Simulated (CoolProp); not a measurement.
Properties of R21 along the isotherm 473 K (Tc = 452.7 K, pc = 5.289 MPa, ω = 0.206).

Values from CoolProp's reference Helmholtz-energy equation of state, Platzer 1990. This equation is an older, rougher fit.

```json
[
 {"p (MPa)": "0.00836", "phase": "gas", "cp (kJ/(kg K))": "0.7341", "cv (kJ/(kg K))": "0.6531", "speed of sound (m/s)": "207.1", "expansivity (1/kK)": "2.118"},
 {"p (MPa)": "0.0126", "phase": "gas", "cp (kJ/(kg K))": "0.7342", "cv (kJ/(kg K))": "0.6532", "speed of sound (m/s)": "207.1", "expansivity (1/kK)": "2.119"},
 {"p (MPa)": "0.019", "phase": "gas", "cp (kJ/(kg K))": "0.7345", "cv (kJ/(kg K))": "0.6533", "speed of sound (m/s)": "207.1", "expansivity (1/kK)": "2.122"},
 {"p (MPa)": "0.0287", "phase": "gas", "cp (kJ/(kg K))": "0.7348", "cv (kJ/(kg K))": "0.6534", "speed of sound (m/s)": "207.0", "expansivity (1/kK)": "2.126"},
 {"p (MPa)": "0.0433", "phase": "gas", "cp (kJ/(kg K))": "0.7354", "cv (kJ/(kg K))": "0.6536", "speed of sound (m/s)": "206.9", "expansivity (1/kK)": "2.132"},
 {"p (MPa)": "0.0653", "phase": "gas", "cp (kJ/(kg K))": "0.7362", "cv (kJ/(kg K))": "0.6539", "speed of sound (m/s)": "206.7", "expansivity (1/kK)": "2.141"},
 {"p (MPa)": "0.0986", "phase": "gas", "cp (kJ/(kg K))": "0.7375", "cv (kJ/(kg K))": "0.6544", "speed of sound (m/s)": "206.4", "expansivity (1/kK)": "2.155"},
 {"p (MPa)": "0.149", "phase": "gas", "cp (kJ/(kg K))": "0.7394", "cv (kJ/(kg K))": "0.6551", "speed of sound (m/s)": "206.0", "expansivity (1/kK)": "2.177"},
 {"p (MPa)": "0.224", "phase": "gas", "cp (kJ/(kg K))": "0.7423", "cv (kJ/(kg K))": "0.6562", "speed of sound (m/s)": "205.3", "expansivity (1/kK)": "2.210"},
 {"p (MPa)": "0.338", "phase": "gas", "cp (kJ/(kg K))": "0.7469", "cv (kJ/(kg K))": "0.6579", "speed of sound (m/s)": "204.4", "expansivity (1/kK)": "2.261"},
 {"p (MPa)": "0.511", "phase": "gas", "cp (kJ/(kg K))": "0.7540", "cv (kJ/(kg K))": "0.6605", "speed of sound (m/s)": "202.9", "expansivity (1/kK)": "2.342"},
 {"p (MPa)": "0.77", "phase": "gas", "cp (kJ/(kg K))": "0.7653", "cv (kJ/(kg K))": "0.6644", "speed of sound (m/s)": "200.5", "expansivity (1/kK)": "2.472"},
 {"p (MPa)": "1.16", "phase": "gas", "cp (kJ/(kg K))": "0.7840", "cv (kJ/(kg K))": "…", "speed of sound (m/s)": "196.9", "expansivity (1/kK)": "2.691"},
 {"p (MPa)": "1.75", "phase": "gas", "cp (kJ/(kg K))": "0.8168", "cv (kJ/(kg K))": "0.6797", "speed of sound (m/s)": "191.2", "expansivity (1/kK)": "3.087"},
 {"p (MPa)": "2.64", "phase": "gas", "cp (kJ/(kg K))": "0.8815", "cv (kJ/(kg K))": "0.6946", "speed of sound (m/s)": "…", "expansivity (1/kK)": "…"}
]
```

Task: What belongs in the gaps?

Result: 
- 1.16, cv (kJ/(kg K)): 0.6704
- 2.64, speed of sound (m/s): 181.7
- 2.64, expansivity (1/kK): 3.898
